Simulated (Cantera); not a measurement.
An isothermal, constant-pressure homogeneous reactor starts with 12.7 % NO, 87.3 % N2, at 2050 K and 0.132 atm.

Cantera simulation using GRI-Mech 3.0 (53 species, 325 reactions); the numbers are that mechanism's predictions, not measurements.

Predict: x(NO) at 2.00 s; x(N2O) at 2.00 s; x(O) at 2.00 s; x(O2) at 2.00 s; x(NO2) at 2.00 s; x(N2) at 2.00 s.


```
Quantity                                             Result
----------------  -----------------------------------------
x(NO) at 2.00 s      0.0871 (gas-phase equilibrium 0.00513)
x(N2O) at 2.00 s    3.32e-6 (gas-phase equilibrium 1.14e-7)
x(O) at 2.00 s    0.000395 (gas-phase equilibrium 0.000659)
x(O2) at 2.00 s       0.0195 (gas-phase equilibrium 0.0604)
x(NO2) at 2.00 s    1.57e-5 (gas-phase equilibrium 1.59e-6)
x(N2) at 2.00 s         0.893 (gas-phase equilibrium 0.934)
```
